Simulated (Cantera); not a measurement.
Standard-state values (1 bar) from the NASA 1993 polynomials, evaluated with Cantera. Values are per mole of reaction as written; species without (g) are pure solids or liquids, kept so even where they would boil at 1 bar.

a) Si + Cl2(g) ⇌ SiCl2(g)
b) Ca + Cl2(g) ⇌ CaCl2
c) 0.6667 Al + Cl2(g) ⇌ 0.6667 AlCl3(g)

**Question.** Order these by ΔG° at 1898 K, most negative first.

**Answer.** b (-535 kJ), c (-316 kJ), a (-228 kJ)
